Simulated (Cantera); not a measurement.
A closed system holds: 1 mol CO, 0.33 mol NH₃, a varied amount of H₂, 3.7 mol H₂O, held at 2348 K and 7.00 mbar.

These are equilibrium values from Cantera (NASA tables, ideal gas, pure condensed phases), not measurements of a reactor. Candidate condensed phases: C, C₆H₆, C₇H₈, C₈H₁₈, H₂O; 136 gas species. Kinetics and transport are ignored.

At 11 mol H₂, list the 4 most abundant gas species with their mole fractions, and the condensed phases.

H₂ 0.609, H₂O 0.201, H 0.115, CO 0.0542. Condensed: gas only.
